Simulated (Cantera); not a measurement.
What does this Cantera script print?

```python
import numpy as np
import cantera as ct

gas_names = """
    CL CL2 H HCL H2 N NH NH2 NH3 N2 N2H2 N2H4 Si SiCL SiCL2 SiCL3 SiCL4 SiH SiHCL3 SiH2 SiH2CL2 SiH3
    SiH3CL SiH4 SiN Si2 Si2N Si3
""".split()
cond_names = """
    NH4CL(a) NH4CL(b) Si(cr) Si(L) Si3N4(a)
""".split()


def load(file, names, dense=False):
    # The tables refer to 1 bar. Condensed volumes are neglected.
    table = {s.name: s for s in ct.Species.list_from_file(file)}
    out = []
    for n in names:
        d = dict(table[n].input_data)
        d["thermo"] = dict(d["thermo"], **{"reference-pressure": 1e5})
        if dense:
            d["equation-of-state"] = {"model": "constant-volume", "density": "1e6 g/cm^3"}
        out.append(ct.Species.from_dict(d))
    return out


gas = ct.Solution(thermo="ideal-gas", species=load("nasa_gas.yaml", gas_names))
cond = {s.name: ct.Solution(thermo="fixed-stoichiometry", species=[s], name=s.name)
        for s in load("nasa_condensed.yaml", cond_names, dense=True)}
atoms = {
    'SiHCl3': {'Si': 1, 'H': 1, 'CL': 3},
    'Cl2': {'CL': 2},
    'N2': {'N': 2},
}
top_T = {'Si3N4(a)': 2400}  # K; cautious upper limits of use, not melting points


def equilibrate(T, P, feed):
    n = {}
    for name, mol in feed.items():
        for a, k in atoms[name].items():
            n[a] = n.get(a, 0.0) + k * mol
    gas.TPX = T, P, n
    mass = sum(n.values()) * gas.mean_molecular_weight
    gas.equilibrate("TP")
    valid = [c for c in cond.values() if c.min_temp <= T <= top_T.get(c.name, c.max_temp)]
    mix = ct.Mixture([(gas, mass / gas.mean_molecular_weight)] + [(c, 0.0) for c in valid])
    mix.T, mix.P = T, P
    mix.equilibrate("TP", solver="vcs", rtol=1e-11, max_steps=5000)
    return mix


results = []
feed = {'SiHCl3': 1, 'Cl2': 0.058, 'N2': 5.7}  # mol
T = 1750  # K
P = 4600  # Pa
mix = equilibrate(T, P, feed)
results.append((T, P, feed, dict(zip(mix.species_names, mix.species_moles))))
print(gas.report(threshold=0.0001))
for i in range(1, mix.n_phases):
    print(f"{mix.phase(i).name:16s} {mix.phase_moles(i):12.5e} mol")
```

It prints:

```
       temperature   1750 K
          pressure   4600 Pa
           density   0.012371 kg/m^3
  mean mol. weight   39.132 kg/kmol
   phase of matter   gas

                          1 kg             1 kmol
                     ---------------   ---------------
          enthalpy        3.3697e+05        1.3186e+07  J
   internal energy            -34860       -1.3642e+06  J
           entropy            7625.9        2.9842e+05  J/K
    Gibbs function       -1.3008e+07       -5.0905e+08  J
 heat capacity c_p            998.21             39062  J/K
 heat capacity c_v            785.74             30748  J/K

                      mass frac. Y      mole frac. X     chem. pot. / RT
                     ---------------   ---------------   ---------------
                CL        0.00097488         0.0010761           -23.979
               HCL           0.10686            0.1147           -37.468
                H2        0.00040938         0.0079464           -26.977
                N2           0.53363           0.74541           -29.872
             SiCL2           0.26895           0.10633           -57.005
             SiCL3          0.063807          0.018573           -80.984
             SiCL4          0.025029         0.0057653           -104.96
     [  +21 minor]        0.00034416        0.00020727

Si(L)             0.00000e+00 mol
Si3N4(a)          0.00000e+00 mol
```

These are equilibrium values from Cantera (NASA tables, ideal gas, pure condensed phases), not measurements of a reactor. The tables' values for SiCl3, SiCl are old estimates; treat these amounts as uncertain.
